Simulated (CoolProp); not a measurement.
The fluid at 207.49 K and 11.6 MPa (liquid) is heated at constant pressure to 280.6 K. The same conditions are run with several fluids, on thermodynamics alone (safety and materials aside).

Computed with CoolProp (reference Helmholtz-energy equation of state of each fluid (toluene: Lemmon 2006; propane: Lemmon 2009; ethanol: Schroeder 2014; R245fa: Akasaka 2015; R123: Younglove 1994)).

| fluid | heat (kJ/kg) | final density (kg/m³) |
|---|---|---|
| toluene | (withheld) | (withheld) |
| propane | (withheld) | 539 |
| ethanol | (withheld) | (withheld) |
| R245fa | (withheld) | (withheld) |
| R123 | 69.5 | (withheld) |

### Question
Some entries are withheld; supply them.

### Answer

- toluene, heat (kJ/kg): 113
- toluene, final density (kg/m³): 886
- propane, heat (kJ/kg): 165
- ethanol, heat (kJ/kg): 154
- ethanol, final density (kg/m³): 809
- R245fa, heat (kJ/kg): 87.6
- R245fa, final density (kg/m³): 1410
- R123, final density (kg/m³): 1530
